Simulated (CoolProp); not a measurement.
CH2F2 (R32) at 308.86 K and 7.12 MPa flows at 11 m/s in a round tube of 1 mm bore and 45 µm roughness, fully developed (64/Re and Nu = 3.66 if laminar; Colebrook and Gnielinski if turbulent). Each further row changes one setting.

Values from CoolProp's reference Helmholtz-energy equation of state, Tillner-Roth 1997.

```
case             Reynolds number  Darcy friction factor  pressure drop (Pa/m)  heat-transfer coefficient (W/(m² K))  mass flow (kg/h)
---------------  ---------------  ---------------------  --------------------  ------------------------------------  ----------------
as stated                  96300             (withheld)               3930000                            (withheld)              29.5
velocity 22 m/s           193000                 0.0683                1.57e7                            (withheld)        (withheld)
diameter 2 mm             193000                 0.0511            (withheld)                            (withheld)               118
```

Problem. Fill in the missing entries.

Solution. 
- as stated, Darcy friction factor: 0.0684
- as stated, heat-transfer coefficient (W/(m² K)): 119000
- velocity 22 m/s, heat-transfer coefficient (W/(m² K)): 238000
- velocity 22 m/s, mass flow (kg/h): 59.1
- diameter 2 mm, pressure drop (Pa/m): 1470000
- diameter 2 mm, heat-transfer coefficient (W/(m² K)): 92800

Viscosity comes from a separate model (Bell 2016), an estimate that may be off by 10 % or more. Thermal conductivity comes from a separate model (Huber 2003), an estimate that may be off by 10 % or more.
